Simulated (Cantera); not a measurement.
Input (Python, Cantera):

```python
import numpy as np
import cantera as ct

gas = ct.Solution("gri30.yaml")


def delay(T, t_max=10):
    gas.TPX = T, 1300000, {'C3H8': 1, 'O2': 3.57, 'N2': 12.1}
    reactor = ct.IdealGasReactor(gas, clone=False)
    net = ct.ReactorNet([reactor])
    net.rtol, net.atol = 1e-8, 1e-16
    while net.time < t_max:
        t_old, T_old = net.time, reactor.T
        net.step()
        if reactor.T > T + 400:  # ignition: a rise of 400 K
            return t_old + (T + 400 - T_old) / (reactor.T - T_old) * (net.time - t_old)
    return np.nan


taus = []
for T in [1025, 1125, 1225, 1325, 1425, 1525, 1625, 1725, 1825]:
    taus.append(delay(T))
    print(f"T0 = {T:6g} K   tau = {taus[-1]:.4e} s")
```

It prints:

```
T0 =   1025 K   tau = 3.2368e-02 s
T0 =   1125 K   tau = 5.0410e-03 s
T0 =   1225 K   tau = 8.2055e-04 s
T0 =   1325 K   tau = 1.5270e-04 s
T0 =   1425 K   tau = 3.6066e-05 s
T0 =   1525 K   tau = 1.1200e-05 s
T0 =   1625 K   tau = 4.4688e-06 s
T0 =   1725 K   tau = 2.1903e-06 s
T0 =   1825 K   tau = 1.2596e-06 s
```

Cantera simulation using GRI-Mech 3.0 (53 species, 325 reactions); the numbers are that mechanism's predictions, not measurements. GRI-Mech 3.0 was tuned for natural gas; its chemistry of propane as a main component is partial and can be far from experiment. The pressure lies above the range GRI-Mech 3.0 was tuned for (to about 10 atm).
